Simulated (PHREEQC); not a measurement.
Dissolve 0.0039 mol/kgw HF and 0.00025 mol/kgw NH4HF2 at 25 °C. Closed to the air; pH follows from the charge balance.

Computed with PHREEQC (ion-association model, wateq4f.dat).

No solid was allowed to form.

Q: Order these F species by the share of F that they hold, largest first: HF2-, H2F2, F-, HF.

A: HF (63 %), F- (35 %), H2F2 (0.92 %), HF2- (0.75 %)

The pH is 2.90 and the ionic strength 0.00156 mol/kgw. Complexes and solids missing from the database can't appear.
